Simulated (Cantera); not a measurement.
# Thermodynamics of sublimation and decomposition of ceramics, feed SiC + N2

Input: 1 mol SiC, 4.4 mol N2, equilibrated at 0.825 Torr.

Cantera equilibrium calculation (NASA polynomials, part measured and part estimated; ideal gas, pure solids and liquids). Candidate condensed phases: C, Si, SiC, Si3N4; 20 gas species. The tables' values for SiN are old estimates; treat these amounts as uncertain. Kinetics and transport are ignored.

```
T (K)   x N2      x Si    x SiC2    x Si2C     x SiN      x CN  n SiC(s)  n C(graphite)
-----  -----  --------  --------  --------  --------  --------  --------  -------------
1523    1.00   1.30e-7  2.77e-10  2.37e-10   5.05e-9   4.66e-9     1.000              0
1573   1.000   4.78e-7   1.51e-9   1.26e-9   1.51e-8   1.39e-8     1.000              0
1623   1.000   1.62e-6   7.44e-9   5.99e-9   4.24e-8   3.90e-8     1.000              0
1673   1.000   5.07e-6   3.32e-8   2.60e-8   1.12e-7   1.02e-7     1.000              0
1723   1.000   1.49e-5   1.36e-7   1.03e-7   2.78e-7   2.54e-7     1.000              0
1773   1.000   4.11e-5   5.11e-7   3.78e-7   6.55e-7   5.99e-7     1.000       0.000179
1823   1.000  0.000107   1.79e-6   1.29e-6   1.47e-6   1.35e-6     1.000       0.000469
1873   1.000  0.000266   5.84e-6   4.10e-6   3.18e-6   2.90e-6     0.999        0.00116
1923   0.999  0.000629   1.79e-5   1.23e-5   6.57e-6   5.98e-6     0.997        0.00274
1973   0.998   0.00142   5.18e-5   3.47e-5   1.31e-5   1.19e-5     0.993        0.00619
2023   0.997   0.00308  0.000142   9.31e-5   2.52e-5   2.29e-5     0.985         0.0134
2073   0.993   0.00645  0.000370  0.000238   4.69e-5   4.25e-5     0.967         0.0280
2123   0.985    0.0130  0.000922  0.000580   8.46e-5   7.66e-5     0.932         0.0567
2173   0.971    0.0254   0.00220   0.00136  0.000148  0.000134     0.862          0.112
```
x: gas mole fraction; n: condensed amount in mol.

From 1523 K to 1723 K the condensed part is SiC(s). From 1773 K to 2173 K the condensed part is C(graphite) + SiC(s). The main Si-bearing gas is Si throughout.
